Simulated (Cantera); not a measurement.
An isothermal, constant-pressure homogeneous reactor starts with CH₄ : H₂O = 1 : 0.37 (molar parts), at 1850 K and 10.0 bar. Integrator tolerance rtol = 1e-08.

Model: GRI-Mech 3.0 (53 species, 325 reactions), integrated in Cantera. GRI-Mech 3.0 stops at C3 and has no aromatics, soot or wall deposition, so with more carbon than oxygen in the feed, carbon stays in small species such as C2H2 where larger ones or solid carbon would form.

Task: What does this change do: pressure from 10.0 bar to 0.190 bar?

Result: 
| quantity | before | after |
|---|---|---|
| x(CH₄) at 2.00 s | 0.0666 (gas-phase equilibrium 0.0666) | 0.00179 (gas-phase equilibrium 0.00167) |
| x(H₂O) at 2.00 s | 1.05e-5 (gas-phase equilibrium 1.07e-5) | 9.10e-5 (gas-phase equilibrium 1.76e-7) |
| x(CO₂) at 2.00 s | 5.45e-7 (gas-phase equilibrium 5.53e-7) | 4.15e-6 (gas-phase equilibrium 7.94e-9) |
| x(CH₂CO) at 2.00 s | 2.53e-6 (gas-phase equilibrium 2.54e-6) | 8.94e-8 (gas-phase equilibrium 5.51e-8) |
| x(HO₂) at 2.00 s | <1e-12 (gas-phase equilibrium <1e-12) | <1e-12 (gas-phase equilibrium <1e-12) |
| x(CH₂) at 2.00 s | 6.60e-8 (gas-phase equilibrium 6.60e-8) | 8.73e-8 (gas-phase equilibrium 8.11e-8) |
| x(OH) at 2.00 s | 1.59e-10 (gas-phase equilibrium 1.62e-10) | 9.62e-9 (gas-phase equilibrium 1.87e-11) |
